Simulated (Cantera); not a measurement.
An isothermal, constant-pressure homogeneous reactor starts with N2O : O2 = 1 : 0.083 (molar parts), at 1123 K and 0.237 atm. Integrator tolerance rtol = 1e-08.

Model: GRI-Mech 3.0 (53 species, 325 reactions), integrated in Cantera. GRI-Mech 3.0 was tuned for natural gas; its chemistry of N2O as a main component is partial and can be far from experiment. The mechanism lacks the step 2 NO + O2 → 2 NO2, which can matter for NO2 below about 1400 K. The temperature is held fixed by assumption; the heat of reaction is taken as removed at once.

Problem. What does this change do: O2 0.083 to 0.78 parts?

Solution. 
| quantity | before | after |
|---|---|---|
| x(N2O) at 100 s | 0.0502 (gas-phase equilibrium 4.03e-9) | 0.0346 (gas-phase equilibrium 3.45e-9) |
| x(O2) at 100 s | 0.332 (gas-phase equilibrium 0.368) | 0.540 (gas-phase equilibrium 0.561) |
| x(NO2) at 100 s | 0.000144 (gas-phase equilibrium 2.02e-6) | 0.000107 (gas-phase equilibrium 2.57e-6) |
| x(N2) at 100 s | 0.577 (gas-phase equilibrium 0.632) | 0.398 (gas-phase equilibrium 0.439) |
| x(NO) at 100 s | 0.0404 (gas-phase equilibrium 0.000124) | 0.0278 (gas-phase equilibrium 0.000128) |
| x(O) at 100 s | 1.77e-7 (gas-phase equilibrium 5.48e-9) | 1.77e-7 (gas-phase equilibrium 6.77e-9) |

Problem. What does this change do: temperature 1123 to 1225 K?

Solution. 
```json
[
 {"quantity": "x(N2O) at 100 s", "before": "0.0502 (gas-phase equilibrium 4.03e-9)", "after": "2.06e-6 (gas-phase equilibrium 8.51e-9)"},
 {"quantity": "x(O2) at 100 s", "before": "0.332 (gas-phase equilibrium 0.368)", "after": "0.336 (gas-phase equilibrium 0.368)"},
 {"quantity": "x(NO2) at 100 s", "before": "0.000144 (gas-phase equilibrium 2.02e-6)", "after": "0.000581 (gas-phase equilibrium 2.73e-6)"},
 {"quantity": "x(N2) at 100 s", "before": "0.577 (gas-phase equilibrium 0.632)", "after": "0.600 (gas-phase equilibrium 0.632)"},
 {"quantity": "x(NO) at 100 s", "before": "0.0404 (gas-phase equilibrium 0.000124)", "after": "0.0627 (gas-phase equilibrium 0.000281)"},
 {"quantity": "x(O) at 100 s", "before": "1.77e-7 (gas-phase equilibrium 5.48e-9)", "after": "5.02e-8 (gas-phase equilibrium 5.25e-8)"}
]
```

Problem. What does this change do: pressure from 0.237 atm to 1.00 atm?

Solution. 
```json
[
 {"quantity": "x(N2O) at 100 s", "before": "0.0502 (gas-phase equilibrium 4.03e-9)", "after": "0.000547 (gas-phase equilibrium 8.27e-9)"},
 {"quantity": "x(O2) at 100 s", "before": "0.332 (gas-phase equilibrium 0.368)", "after": "0.351 (gas-phase equilibrium 0.368)"},
 {"quantity": "x(NO2) at 100 s", "before": "0.000144 (gas-phase equilibrium 2.02e-6)", "after": "0.000926 (gas-phase equilibrium 4.15e-6)"},
 {"quantity": "x(N2) at 100 s", "before": "0.577 (gas-phase equilibrium 0.632)", "after": "0.615 (gas-phase equilibrium 0.632)"},
 {"quantity": "x(NO) at 100 s", "before": "0.0404 (gas-phase equilibrium 0.000124)", "after": "0.0322 (gas-phase equilibrium 0.000124)"},
 {"quantity": "x(O) at 100 s", "before": "1.77e-7 (gas-phase equilibrium 5.48e-9)", "after": "3.27e-9 (gas-phase equilibrium 2.67e-9)"}
]
```
